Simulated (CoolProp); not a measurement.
Aqueous potassium formate as a coolant, 34 % by mass, freezing at -26.1 °C, 1 atm.

Values from CoolProp's Melinder's fits for secondary coolants.

```json
[
 {"T (°C)": "-8.3", "density (kg/m³)": "1229", "viscosity (mPa s)": "…", "conductivity (W/(m K))": "0.498", "Prandtl number": "22.0"},
 {"T (°C)": "-2.7", "density (kg/m³)": "1227", "viscosity (mPa s)": "3.09", "conductivity (W/(m K))": "…", "Prandtl number": "…"},
 {"T (°C)": "2.9", "density (kg/m³)": "1225", "viscosity (mPa s)": "…", "conductivity (W/(m K))": "0.511", "Prandtl number": "15.5"},
 {"T (°C)": "8.5", "density (kg/m³)": "1223", "viscosity (mPa s)": "2.29", "conductivity (W/(m K))": "0.518", "Prandtl number": "13.3"},
 {"T (°C)": "14", "density (kg/m³)": "1220", "viscosity (mPa s)": "2.02", "conductivity (W/(m K))": "0.525", "Prandtl number": "…"},
 {"T (°C)": "19.6", "density (kg/m³)": "1218", "viscosity (mPa s)": "1.80", "conductivity (W/(m K))": "0.532", "Prandtl number": "10.2"},
 {"T (°C)": "25.2", "density (kg/m³)": "1216", "viscosity (mPa s)": "1.61", "conductivity (W/(m K))": "0.538", "Prandtl number": "9.11"},
 {"T (°C)": "30.8", "density (kg/m³)": "1213", "viscosity (mPa s)": "1.46", "conductivity (W/(m K))": "0.545", "Prandtl number": "8.18"}
]
```

Question: Some entries are withheld; supply them.

Answer: 
- -8.3, viscosity (mPa s): 3.68
- -2.7, conductivity (W/(m K)): 0.505
- -2.7, Prandtl number: 18.3
- 2.9, viscosity (mPa s): 2.64
- 14, Prandtl number: 11.6
